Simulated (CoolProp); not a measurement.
Saturated liquid density (kg/m³) of octamethyltrisiloxane (MDM): the reference equation beside estimates from Tc = 565.4 K, pc = 14.38 bar, ω = 0.528.

Computed with CoolProp (reference Helmholtz-energy equation of state, Thol 2017).

| T (K) | reference | Redlich-Kwong | Soave-Redlich-Kwong |
|---|---|---|---|
| 278.8 | 834.5 | 707.1 | 741.1 |
| 293.4 | 820.0 | 695.7 | 732.2 |
| 307.9 | 805.4 | 683.9 | 722.7 |
| 322.5 | 790.5 | 671.4 | 712.5 |
| 337 | 775.5 | 658.4 | 701.7 |
| 351.6 | 760.1 | … | 690.0 |
| 366.2 | 744.4 | 630.2 | 677.4 |
| 380.7 | 728.3 | 615.1 | 664.0 |
| 395.3 | 711.7 | … | 649.4 |
| 409.8 | 694.6 | 582.3 | 633.7 |
| 424.4 | 676.7 | 564.3 | 616.5 |
| 438.9 | 658.1 | 545.4 | … |
| 453.5 | 638.3 | 525.1 | 577.4 |
| 468 | 617.4 | 503.4 | 554.9 |

Problem. Fill in the missing entries.

Solution. 
- 351.6, Redlich-Kwong: 644.7
- 395.3, Redlich-Kwong: 599.1
- 438.9, Soave-Redlich-Kwong: 597.9

Absolute difference from the reference over all 14 rows, mean and median: Redlich-Kwong 16.0 and 15.4 %, Soave-Redlich-Kwong 9.6 and 9.4 %.
